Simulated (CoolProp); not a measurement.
20 sccm (0 °C, 1 atm) of nitrogen bubbles through liquid n-perfluorohexane at 311.7 K and leaves saturated at a total pressure of 0.15 MPa (ideal gas phase). Each further row changes one setting.

Values from CoolProp's reference Helmholtz-energy equation of state, Gao 2022.

```json
[
 {"case": "as stated", "vapour pressure (kPa)": "51.5", "mole fraction of vapour": "[?]", "delivery (mg/min)": "[?]", "delivery (sccm)": "10.5", "change of delivery for a bath 1 K warmer (%)": "6.2"},
 {"case": "bath temperature 316.7 K", "vapour pressure (kPa)": "[?]", "mole fraction of vapour": "0.416", "delivery (mg/min)": "[?]", "delivery (sccm)": "14.3", "change of delivery for a bath 1 K warmer (%)": "6.7"},
 {"case": "total pressure 0.3 MPa", "vapour pressure (kPa)": "51.5", "mole fraction of vapour": "[?]", "delivery (mg/min)": "[?]", "delivery (sccm)": "4.15", "change of delivery for a bath 1 K warmer (%)": "4.8"}
]
```

What belongs in the gaps?


- as stated, mole fraction of vapour: 0.344
- as stated, delivery (mg/min): 158
- bath temperature 316.7 K, vapour pressure (kPa): 62.4
- bath temperature 316.7 K, delivery (mg/min): 215
- total pressure 0.3 MPa, mole fraction of vapour: 0.172
- total pressure 0.3 MPa, delivery (mg/min): 62.6
